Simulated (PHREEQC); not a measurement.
Model water analysis in mg/L, 45 °C, pH 2.72, pe 9.7:

| constituent | mg/L |
|---|---|
| Na | 13.5 |
| K | 14.5 |
| Ca | 94.1 |
| Mg | 30.8 |
| Cl | 34 |
| S(6) as SO4 | 539 |
| Zn | 2.67 |
| B | 2.59 |
| Li | 0.0267 |

Valence states are taken as typed.

The numbers come from PHREEQC with the ion-association model, phreeqc.dat.

```
quantity                     before    after
-------------------------  --------  -------
ionic strength (mol/kgw)     0.0154   0.0278
SO4-2 (mol/kgw)             0.00383  0.00730
Ca+2 (mol/kgw)              0.00182  0.00329
Mg+2 (mol/kgw)             0.000824  0.00142
HSO4- (mol/kgw)            0.000780  0.00134
CaSO4 (mol/kgw)            0.000522  0.00138
SI of Gypsum (CaSO4:2H2O)     -0.98    -0.56
SI of Halite (NaCl)           -7.95    -7.38
```

Name the change that produced these shifts.
A) Ca from 94.1 to 188 mg/L
B) all concentrations times 2 at the same typed pH
C) temperature from 45 to 80 °C at the same typed pH

B, all concentrations times 2 at the same typed pH

This is a speciation only: nothing precipitates in the calculation. Away from 25 °C the constants follow the database's enthalpies or fits; those with neither stay at their 25 °C values.
